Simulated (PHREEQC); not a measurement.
Make-up at 2.9 °C: 0.018 mol H2SO4, 0.0025 mol CaCl2 and 0.011 mol KCl per kg of water. Closed to the air; pH follows from the charge balance.

Equilibrium calculation in PHREEQC: ion-association model, phreeqc.dat.

Q: The ionic strength comes out as 0.0537 mol/kgw. What activity coefficients do H+, KSO4-, Ca+2, SO4-2, HSO4- get?

A: H+ 0.86, KSO4- 0.83, Ca+2 0.48, SO4-2 0.46, HSO4- 0.82.

No solid was allowed to form. Constants without temperature data keep their 25 °C values here.
